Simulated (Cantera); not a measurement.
An isothermal, constant-pressure homogeneous reactor starts with C2H6 : N2 = 1 : 4.3 (molar parts), at 1675 K and 0.0711 atm. Integrator tolerance rtol = 1e-08.

Cantera simulation using GRI-Mech 3.0 (53 species, 325 reactions); the numbers are that mechanism's predictions, not measurements. GRI-Mech 3.0 stops at C3 and has no aromatics, soot or wall deposition, so with more carbon than oxygen in the feed, carbon stays in small species such as C2H2 where larger ones or solid carbon would form.

What does this change do: C2H6 1 to 4 parts?


| quantity | before | after |
|---|---|---|
| x(C2H6) at 200 s | 8.14e-9 (gas-phase equilibrium 4.70e-9) | 4.67e-8 (gas-phase equilibrium 3.60e-8) |
| x(CH3) at 200 s | 1.01e-5 (gas-phase equilibrium 7.65e-6) | 2.41e-5 (gas-phase equilibrium 2.12e-5) |
| x(H2) at 200 s | 0.273 (gas-phase equilibrium 0.273) | 0.488 (gas-phase equilibrium 0.489) |
| x(CH4) at 200 s | 0.000595 (gas-phase equilibrium 0.000452) | 0.00190 (gas-phase equilibrium 0.00167) |
| x(C2H4) at 200 s | 0.000158 (gas-phase equilibrium 9.12e-5) | 0.000506 (gas-phase equilibrium 0.000390) |
| x(CH2) at 200 s | 8.45e-9 (gas-phase equilibrium 6.42e-9) | 1.51e-8 (gas-phase equilibrium 1.33e-8) |
